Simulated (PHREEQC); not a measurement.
**Leach liquor (model solution)**

Dissolve 120 mmol/kgw H2SO4, 0.6 mmol/kgw LiCl and 0.096 mmol/kgw Fe2(SO4)3 at 30 °C. It is in equilibrium with CO2 at log p = 0 (atm). Otherwise closed; pH follows from the charge balance.

Model: ion-association model, wateq4f.dat, run in PHREEQC.

Each row changes one thing in this solution. Precipitation was switched off in this run.

```json
[
 {"case": "as made", "pH": "0.95", "ionic strength (mol/kgw)": "0.160", "HSO4- (mol/kgw)": "0.101", "SO4-2 (mol/kgw)": "0.0195", "LiSO4- (mol/kgw)": "1.60e-5", "HCO3- (mol/kgw)": "1.64e-7"},
 {"case": "temperature from 30 to 5 °C", "pH": "0.92", "ionic strength (mol/kgw)": "0.176", "HSO4- (mol/kgw)": "0.0922", "SO4-2 (mol/kgw)": "?", "LiSO4- (mol/kgw)": "?", "HCO3- (mol/kgw)": "2.15e-7"},
 {"case": "H2SO4 from 0.12 to 0.24 mol/kgw", "pH": "0.68", "ionic strength (mol/kgw)": "0.294", "HSO4- (mol/kgw)": "0.214", "SO4-2 (mol/kgw)": "0.0264", "LiSO4- (mol/kgw)": "1.73e-5", "HCO3- (mol/kgw)": "9.27e-8"},
 {"case": "H2SO4 left out", "pH": "3.52", "ionic strength (mol/kgw)": "0.00157", "HSO4- (mol/kgw)": "7.90e-6", "SO4-2 (mol/kgw)": "?", "LiSO4- (mol/kgw)": "5.97e-7", "HCO3- (mol/kgw)": "?"},
 {"case": "0.0097 mol/kgw KCl added", "pH": "0.95", "ionic strength (mol/kgw)": "0.170", "HSO4- (mol/kgw)": "0.1000", "SO4-2 (mol/kgw)": "0.0197", "LiSO4- (mol/kgw)": "?", "HCO3- (mol/kgw)": "1.65e-7"},
 {"case": "Fe2(SO4)3 replaced by Rb2SO4 at the same molality", "pH": "0.95", "ionic strength (mol/kgw)": "0.160", "HSO4- (mol/kgw)": "0.101", "SO4-2 (mol/kgw)": "0.0195", "LiSO4- (mol/kgw)": "1.60e-5", "HCO3- (mol/kgw)": "1.64e-7"}
]
```

Problem. What belongs in the gaps?

Solution. 
- temperature from 30 to 5 °C, SO4-2 (mol/kgw): 0.0279
- temperature from 30 to 5 °C, LiSO4- (mol/kgw): 2.27e-5
- H2SO4 left out, SO4-2 (mol/kgw): 0.000272
- H2SO4 left out, HCO3- (mol/kgw): 4.81e-5
- 0.0097 mol/kgw KCl added, LiSO4- (mol/kgw): 1.58e-5

Complexes and solids missing from the database can't appear. Some of these states are supersaturated (in Hematite (slow to form), Goethite (slow to form), for instance). At this temperature some constants are extrapolated from 25 °C, and those without enthalpy data are left unchanged.
